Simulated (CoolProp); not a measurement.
Decamethyltetrasiloxane (MD2M) at several states: Z from the reference equation and from simpler models built on Tc = 599.4 K, pc = 1144 kPa, ω = 0.635; each cubic takes its own stable root.

Computed with CoolProp (reference Helmholtz-energy equation of state, Thol 2017).

| T (K) | p (kPa) | phase | reference |
|---|---|---|---|
| 385.2 | 3370 | liquid | 0.4251 |
| 459.7 | 786 | liquid | 0.09386 |
| 337.8 | 2120 | liquid | 0.2885 |
| 384.2 | 32.3 | liquid | 0.004124 |
| 473.1 | 100 | gas | 0.9306 |
| 579.8 | 70.9 | gas | 0.9771 |

**Question.** How far does each simpler model (van der Waals, Redlich-Kwong, Soave-Redlich-Kwong, Peng-Robinson) lie from the reference over these 6 states: mean and median of the absolute difference, and the worst?

**Answer.** 
- van der Waals: mean 3964.6 %, median 71.7 %, worst +23566.3 % at 384.2 K and 32.3 kPa
- Redlich-Kwong: mean 3898.1 %, median 19.3 %, worst +23326.3 % at 384.2 K and 32.3 kPa
- Soave-Redlich-Kwong: mean 8.2 %, median 11.3 %, worst +13.3 % at 337.8 K and 2120 kPa
- Peng-Robinson: mean 0.9 %, median 0.9 %, worst -1.5 % at 459.7 K and 786 kPa

At some of these states van der Waals, Redlich-Kwong gives the other phase, because its saturation line lies elsewhere.
